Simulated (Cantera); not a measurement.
**Ammonia decomposition in nitride growth gas**

An isothermal, constant-pressure homogeneous reactor starts with NH₃ : H₂ = 1 : 3.2 (molar parts), at 2400 K and 0.132 atm.

Model: the gas-phase N/H chemistry of the illustrative SiF4/NH3 mechanism in the Surface Chemkin manual (1991), integrated in Cantera. Walls and surfaces, which speed up NH3 decomposition in real reactors, are not modelled.

```json
[
 {"t (s)": "0.000100", "x NH₃": "0.236", "x H₂": "0.761", "x N": "1.92e-6", "x N₂": "4.53e-5", "x NH₂": "0.00121", "x H": "0.00121"},
 {"t (s)": "0.000459", "x NH₃": "0.227", "x H₂": "0.765", "x N": "1.26e-5", "x N₂": "0.00340", "x NH₂": "0.00224", "x H": "0.00235"},
 {"t (s)": "0.00210", "x NH₃": "0.182", "x H₂": "0.791", "x N": "1.30e-5", "x N₂": "0.0214", "x NH₂": "0.00194", "x H": "0.00261"},
 {"t (s)": "0.00965", "x NH₃": "0.0708", "x H₂": "0.857", "x N": "1.39e-5", "x N₂": "0.0668", "x NH₂": "0.00103", "x H": "0.00387"},
 {"t (s)": "0.0443", "x NH₃": "0.000226", "x H₂": "0.881", "x N": "1.02e-5", "x N₂": "0.0949", "x NH₂": "1.97e-5", "x H": "0.0238"},
 {"t (s)": "0.203", "x NH₃": "1.61e-6", "x H₂": "0.865", "x N": "3.90e-7", "x N₂": "0.0942", "x NH₂": "2.45e-7", "x H": "0.0408"},
 {"t (s)": "0.932", "x NH₃": "4.24e-7", "x H₂": "0.865", "x N": "1.03e-7", "x N₂": "0.0942", "x NH₂": "6.47e-8", "x H": "0.0408"},
 {"t (s)": "4.28", "x NH₃": "3.83e-7", "x H₂": "0.865", "x N": "9.32e-8", "x N₂": "0.0942", "x NH₂": "5.84e-8", "x H": "0.0408"},
 {"t (s)": "19.6", "x NH₃": "3.83e-7", "x H₂": "0.865", "x N": "9.32e-8", "x N₂": "0.0942", "x NH₂": "5.84e-8", "x H": "0.0408"},
 {"t (s)": "90.0", "x NH₃": "3.83e-7", "x H₂": "0.865", "x N": "9.32e-8", "x N₂": "0.0942", "x NH₂": "5.84e-8", "x H": "0.0408"}
]
```
x: mole fraction; the columns are a selection and need not sum to one.

Equilibrium at this temperature and pressure: NH₃ 3.83e-7, H₂ 0.865, N 9.32e-8, N₂ 0.0942, NH₂ 5.84e-8, H 0.0408 (gas phase only).
